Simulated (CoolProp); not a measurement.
Computed with CoolProp (reference Helmholtz-energy equation of state, Lemmon 2006). It is a short technical equation, of lower accuracy than the large ones.

Question: For nitrous oxide, give the phase and the Z, speed of sound (m/s), Joule-Thomson coefficient (K/MPa), isothermal compressibility (1/MPa) at -40.35 °C and 83.6 bar.

Answer: 
- -40.35 °C and 83.6 bar: liquid; Z 0.173, speed of sound 882, Joule-Thomson coefficient -0.151, isothermal compressibility 0.00227
